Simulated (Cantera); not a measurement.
Input (Python, Cantera) and output of one run.

```python
import numpy as np
import cantera as ct

gas_names = """
    B BH BH2 BH3 BN B2 H H2 N NH NH2 NH3 N2 N2H2 N2H4
""".split()
cond_names = """
    B(b) B(L) BN(s)
""".split()


# ... load() reads the species with a 1 bar reference pressure and builds the phases ...
atoms = {
    'borazine': {'B': 3, 'N': 3, 'H': 6},
    'N2': {'N': 2},
    'H2': {'H': 2},
    'NH3': {'N': 1, 'H': 3},
}
top_T = {'BN(s)': 3200}  # K; cautious upper limits of use, not melting points


# ... equilibrate(T, P, feed) seeds the gas with the atoms and calls Mixture.equilibrate('TP', solver="vcs", rtol=1e-11, max_steps=5000) ...
results = []
feed = {'borazine': 1, 'N2': 2.5, 'H2': 74, 'NH3': 16}  # mol
P = 14  # Pa
for T in [1748, 1798, 1848, 1898, 1948, 1998, 2048, 2098, 2148, 2198, 2248, 2298, 2348, 2398]:
    mix = equilibrate(T, P, feed)
    results.append((T, P, feed, dict(zip(mix.species_names, mix.species_moles))))
    x = sorted(zip(gas.X, gas.species_names), reverse=True)
    print(f"T = {T:g} K  P = {P:g} Pa  gas = {mix.phase_moles(0):.4g} mol")
    print("   x: " + "  ".join(f"{s} {v:.3e}" for v, s in x if v > 1e-05))
    print("   condensed (mol): " + ("  ".join(f"{mix.phase(i).name} {mix.phase_moles(i):.4g}"
          for i in range(1, mix.n_phases) if mix.phase_moles(i) > 1e-12) or "none"))
```

Output:

```
T = 1748 K  P = 14 Pa  gas = 112.5 mol
   x: H2 8.884e-01  N2 9.333e-02  H 1.820e-02  BH2 2.746e-05
   condensed (mol): BN(s) 2.997
T = 1798 K  P = 14 Pa  gas = 113.1 mol
   x: H2 8.791e-01  N2 9.289e-02  H 2.790e-02  BH2 6.333e-05  B 1.263e-05
   condensed (mol): BN(s) 2.991
T = 1848 K  P = 14 Pa  gas = 113.9 mol
   x: H2 8.658e-01  N2 9.229e-02  H 4.170e-02  BH2 1.389e-04  B 5.424e-05
   condensed (mol): BN(s) 2.978
T = 1898 K  P = 14 Pa  gas = 116.5 mol
   x: H2 8.362e-01  N2 1.030e-01  H 6.041e-02  BH2 2.109e-04  B 1.589e-04
   condensed (mol): B(b) 2.956
T = 1948 K  P = 14 Pa  gas = 118.1 mol
   x: H2 8.117e-01  N2 1.016e-01  H 8.604e-02  B 3.914e-04  BH2 2.795e-04  BH 1.163e-05
   condensed (mol): B(b) 2.919
T = 1998 K  P = 14 Pa  gas = 120.3 mol
   x: H2 7.793e-01  H 1.197e-01  N2 9.974e-02  B 9.208e-04  BH2 3.605e-04  BH 2.220e-05
   condensed (mol): B(b) 2.843
T = 2048 K  P = 14 Pa  gas = 123.3 mol
   x: H2 7.376e-01  H 1.625e-01  N2 9.734e-02  B 2.077e-03  BH2 4.517e-04  BH 4.069e-05
   condensed (mol): B(b) 2.682
T = 2098 K  P = 14 Pa  gas = 127.3 mol
   x: H2 6.853e-01  H 2.153e-01  N2 9.427e-02  B 4.502e-03  BH2 5.480e-04  BH 7.166e-05  BN 1.404e-05
   condensed (mol): B(b) 2.346
T = 2148 K  P = 14 Pa  gas = 132.7 mol
   x: H2 6.216e-01  H 2.777e-01  N2 9.043e-02  B 9.410e-03  BH2 6.408e-04  BH 1.212e-04  BN 2.558e-05
   condensed (mol): B(b) 1.647
T = 2198 K  P = 14 Pa  gas = 140 mol
   x: H2 5.465e-01  H 3.479e-01  N2 8.567e-02  B 1.901e-02  BH2 7.175e-04  BH 1.963e-04  BN 4.501e-05
   condensed (mol): B(b) 0.2035
T = 2248 K  P = 14 Pa  gas = 147.3 mol
   x: H2 4.718e-01  H 4.265e-01  N2 8.142e-02  B 1.974e-02  BH2 4.141e-04  BH 1.632e-04  BN 4.098e-05
   condensed (mol): none
T = 2298 K  P = 14 Pa  gas = 155.5 mol
   x: H 5.087e-01  H2 3.949e-01  N2 7.715e-02  B 1.891e-02  BH2 2.180e-04  BH 1.241e-04  BN 3.452e-05
   condensed (mol): none
T = 2348 K  P = 14 Pa  gas = 164.5 mol
   x: H 5.896e-01  H2 3.192e-01  N2 7.295e-02  B 1.801e-02  BH2 1.121e-04  BH 9.264e-05  BN 2.899e-05
   condensed (mol): none
T = 2398 K  P = 14 Pa  gas = 173.7 mol
   x: H 6.646e-01  H2 2.491e-01  N2 6.907e-02  B 1.712e-02  BH 6.826e-05  BH2 5.655e-05  BN 2.443e-05
   condensed (mol): none
```

Equilibrium computed with Cantera from the NASA thermochemical tables; the gas is ideal and each condensed phase is pure. The feed counts by its element totals alone. The tables' values for BH2 are old estimates; treat these amounts as uncertain.
